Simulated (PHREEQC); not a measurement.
Make-up at 25 °C: 60 mmol/kgw NaBF4. Closed to the air; pH follows from the charge balance.

Model: ion-association model, wateq4f.dat, run in PHREEQC.

No solid was allowed to form.

Q: Order these B species by the share of B that they hold, largest first: BF2(OH)2-, BF3OH-, H3BO3, BF4-.

A: BF4- (91 %), BF3OH- (5.4 %), H3BO3 (2.1 %), BF2(OH)2- (1.2 %)

Q: Order these F species by the share of F that they hold, largest first: BF4-, BF2(OH)2-, HF, BF3OH-, F-.

A: BF4- (91 %), BF3OH- (4.0 %), HF (2.6 %), F- (1.3 %), BF2(OH)2- (0.59 %)

The pH is 2.77 and the ionic strength 0.0619 mol/kgw. Real BF4- forms and hydrolyses slowly; the run takes it at equilibrium.
